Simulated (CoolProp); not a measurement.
A single-stage vapour-compression cycle with cyclopentane: evaporating at 296.15 K (dew point), condensing at 345.15 K (bubble point), superheat 2 K, subcooling 8 K, compressor efficiency 0.65, no pressure losses. Each further row changes one setting.

Computed with CoolProp (reference Helmholtz-energy equation of state, Gedanitz 2015).

```
case                              cooling COP  pressure ratio  discharge temperature (K)  refrigerating effect (kJ/kg)  volumetric capacity (kJ/m³)
--------------------------------  -----------  --------------  -------------------------  ----------------------------  ---------------------------
as stated                          (withheld)            5.17                      370.0                           332                          374
evaporating temperature 301.15 K         4.08            4.25                      366.7                    (withheld)                   (withheld)
condensing temperature 340.15 K    (withheld)      (withheld)                      364.0                           342                          385
subcooling 13 K                          3.65            5.17                      370.0                           342                          385
superheat 12 K                           3.56            5.17                      379.6                           344                   (withheld)
compressor efficiency 0.55         (withheld)            5.17                      380.6                           332                          374
```

**Question.** Complete the blanks.

**Answer.** 
- as stated, cooling COP: 3.54
- evaporating temperature 301.15 K, refrigerating effect (kJ/kg): 338
- evaporating temperature 301.15 K, volumetric capacity (kJ/m³): 456
- condensing temperature 340.15 K, cooling COP: 4.02
- condensing temperature 340.15 K, pressure ratio: 4.48
- superheat 12 K, volumetric capacity (kJ/m³): 375
- compressor efficiency 0.55, cooling COP: 3.00
